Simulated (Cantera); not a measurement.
A closed system holds: 1 mol HBr, 4 mol O₂, at 1902 °C and 0.133 bar.

Method: chemical equilibrium by Gibbs-energy minimisation in Cantera with the NASA 1993 tables (ideal gas, pure condensed phases). Candidate condensed phases: Br₂, H₂O; 12 gas species. Rates play no part.

Base state: O₂ 0.711, Br 0.177, H₂O 0.0838, HBr 0.0125, OH 0.00924, O 0.00532, Br₂ 0.000315, H₂ 0.000265 (mole fractions); condensed: gas only.

Question: What changes in the equilibrium state with this change: temperature from 1902 °C to 452 °C?

Answer: 
| species | before | after |
|---|---|---|
| O₂ | 0.711 | 0.789 |
| H₂O | 0.0838 | 0.105 |
| Br₂ | 0.000315 | 0.105 |
| Br | 0.177 | 5.91e-5 |
| HBr | 0.0125 | 0.000107 |
| OH | 0.00924 | <1e-9 |
| O | 0.00532 | <1e-9 |
| H₂ | 0.000265 | <1e-9 |
| H | 0.000218 | <1e-9 |

Question: What changes in the equilibrium state with this change: temperature from 1902 °C to 2802 °C?

Answer: 
```json
[
 {"species": "O₂", "before": "0.711", "after": "0.451"},
 {"species": "O", "before": "0.00532", "after": "0.268"},
 {"species": "Br", "before": "0.177", "after": "0.153"},
 {"species": "H₂O", "before": "0.0838", "after": "0.0222"},
 {"species": "H", "before": "0.000218", "after": "0.0390"},
 {"species": "OH", "before": "0.00924", "after": "0.0587"},
 {"species": "HBr", "before": "0.0125", "after": "0.00371"},
 {"species": "Br₂", "before": "0.000315", "after": "8.46e-6"},
 {"species": "H₂", "before": "0.000265", "after": "0.00520"},
 {"species": "HO₂", "before": "7.52e-6", "after": "2.45e-5"}
]
```

Question: What changes in the equilibrium state with this change: O₂ from 4 to 0.039 mol?

Answer: 
```
species    before     after
-------  --------  --------
HBr        0.0125     0.483
Br          0.177     0.342
H₂       0.000265     0.106
O₂          0.711   2.63e-6
H₂O        0.0838    0.0641
O         0.00532   1.02e-5
OH        0.00924  0.000354
H        0.000218   0.00434
Br₂      0.000315   0.00117
```
